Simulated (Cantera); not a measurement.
Charge: 1 mol SiCl4, 0.72 mol Cl2, 66 mol H2, at 1177 °C and 0.0133 bar.

Cantera equilibrium calculation (NASA polynomials, part measured and part estimated; ideal gas, pure solids and liquids). Candidate condensed phases: Si; 19 gas species. The tables' values for SiCl3 are old estimates; treat these amounts as uncertain. Rates play no part.

Base state: H2 0.932, HCl 0.0568, SiCl2 0.0107, SiCl3 0.000253, H 7.91e-5, SiHCl3 3.08e-5, SiCl4 2.18e-5 (mole fractions); condensed: Si(s).

Q: What changes in the equilibrium state with this change: 0.1 mol H2O added?

A: 
```
species       before     after
----------  --------  --------
H2             0.932     0.931
HCl           0.0568    0.0567
SiCl2         0.0107    0.0106
SiO                0   0.00145
SiCl4        2.18e-5   2.16e-5
SiHCl3       3.08e-5   3.06e-5
SiCl3       0.000253  0.000251
H            7.91e-5   7.90e-5
Si(s), mol     0.244     0.145
```
Further candidate phases: H2O, SiO2.
